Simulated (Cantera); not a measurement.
Input: 1 mol Si2Cl6, 1.9 mol NH3, 0.16 mol H2.

Cantera equilibrium calculation (NASA polynomials, part measured and part estimated; ideal gas, pure solids and liquids). Candidate condensed phases: NH4Cl, Si, Si3N4; 28 gas species. The feed counts by its element totals alone. The tables' values for SiCl3 are old estimates. The numbers say what is thermodynamically allowed, not how fast it happens.

Stable condensed phases, one row left out:

```
T in K \ P in Pa
              5     17     59    210    710   2400   8400  29000 100000
   2148       A      A      A      A      A      A      A      A      A
   2048       A      A      A      A      A      A      A      A      A
   1948       A      A      A      A      A      A      A      A      A
   1748       A      A      A      A      A      A      A      B      B
   1648       A      A      A      A      A      A      B      B      B
   1548       A      A      A      A      B      B      B      B      B
   1448       A      A      B      B      B      B      B      B      B
   1348       A      B      B      B      B      B      B      B      B
   1248       B      B      B      B      B      B      B      B      B
   1148       B      B      B      B      B      B      B      B      B
   1048       B      B      B      B      B      B      B      B      B
```

A: gas only; B: Si3N4.

Task: Give the row for 1848 K.

Result: 5: gas only; 17: gas only; 59: gas only; 210: gas only; 710: gas only; 2400: gas only; 8400: gas only; 29000: gas only; 100000: Si3N4.
